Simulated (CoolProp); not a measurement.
Vapour-liquid equilibrium of hydrogen sulfide (1) + n-butane (2) at 265.1 K; x and y are mole fractions of (1).

The numbers come from the multi-fluid Helmholtz-energy mixture model, Lemmon 2006 and Bücker 2006; pair parameters Kunz 2012 in CoolProp.

```csv
x,bubble pressure (bar),y at the bubble point,dew pressure at overall composition x (bar),liquid density (mol/L)
0.05,[?],0.531,[?],10.72
0.15,2.969,0.765,0.8846,11.28
0.25,[?],0.839,1.000,[?]
0.35,4.894,0.875,1.150,12.88
0.45,5.543,0.898,[?],[?]
0.55,6.067,0.914,1.637,15.27
0.65,6.516,0.928,2.072,16.84
0.75,[?],0.943,2.811,18.73
0.85,7.358,0.959,4.292,20.97
0.95,7.828,0.983,7.134,[?]
```

Q: What belongs in the gaps?

A: 
- 0.05, bubble pressure (bar): 1.572
- 0.05, dew pressure at overall composition x (bar): 0.7925
- 0.25, bubble pressure (bar): 4.058
- 0.25, liquid density (mol/L): 12.00
- 0.45, dew pressure at overall composition x (bar): 1.352
- 0.45, liquid density (mol/L): 13.96
- 0.75, bubble pressure (bar): 6.934
- 0.95, liquid density (mol/L): 23.54

No azeotrope shows between x = 0.05 and 0.95.

Pair parameters are fitted to limited data, so mixtures are less certain than the pure fluids. With so large a gap from Raoult's law the liquid may split in two, which this calculation doesn't test in full.
